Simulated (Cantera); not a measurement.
An adiabatic, constant-volume homogeneous reactor starts with C3H8 : O2 : N2 : H2O = 1 : 6.76 : 25.4 : 0.11 (molar parts), at 1575 K and 5.00 bar.

Model: GRI-Mech 3.0 (53 species, 325 reactions), integrated in Cantera. GRI-Mech 3.0 was tuned for natural gas; its chemistry of propane as a main component is partial and can be far from experiment.

Q: Predict: time of steepest temperature rise; temperature at 1.00 s; equilibrium temperature; x(O2) at 1.00 s; x(N2O) at 1.00 s.

A: 
```json
{
  "time_of_steepest_temperature_rise": "13.5 µs",
  "temperature at 1.00 s": "2958 K",
  "equilibrium_temperature": "2958 K",
  "x(O2) at 1.00 s": "0.0477 (gas-phase equilibrium 0.0477)",
  "x(N2O) at 1.00 s": "3.48e-6 (gas-phase equilibrium 3.48e-6)"
}
```
